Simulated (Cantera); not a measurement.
# Ignition delay

Mixture: CO : H2 : O2 : N2 : H2O = 1 : 0.68 : 0.955 : 2.39 : 1.4 (molar parts), equivalence ratio 0.88, at 11300 Torr, adiabatic and at constant volume. Ignition delay is the time to a rise of 400 K.

Computed with Cantera and GRI-Mech 3.0 (53 species, 325 reactions). The hydrogen kinetics of GRI-Mech 3.0 are dated; newer H2 mechanisms differ, most at raised pressure. The pressure lies above the range GRI-Mech 3.0 was tuned for (to about 10 atm).

```csv
T0 (K),delay (ms)
1025,3.31
1100,0.839
1175,0.247
1250,0.0803
1325,0.0281
1400,0.0104
```

| Quantity | Result |
|---|---|
| apparent activation energy between 1250 and 1400 K | 200 kJ/mol |
